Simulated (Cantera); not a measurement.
A closed system holds: 1 mol MgCO3, 0.014 mol O2, at 2198.15 K and 13.0 mbar.

Equilibrium computed with Cantera from the NASA thermochemical tables; the gas is ideal and each condensed phase is pure. Candidate condensed phases: C, Mg, MgCO3, MgO; 15 gas species. Kinetics and transport are ignored.

Base state: CO2 0.771, CO 0.142, O2 0.0805, O 0.00665, Mg 0.000531, MgO 5.47e-5 (mole fractions); condensed: MgO(s).

**Question.** What changes in the equilibrium state with this change: O2 from 0.014 to 0.91 mol?

**Answer.** 
```
species        before     after
-----------  --------  --------
O2             0.0805     0.474
CO2             0.771     0.474
CO              0.142    0.0359
O             0.00665    0.0161
Mg           0.000531  0.000219
MgO           5.47e-5   5.47e-5
MgO(s), mol     0.999     0.999
```
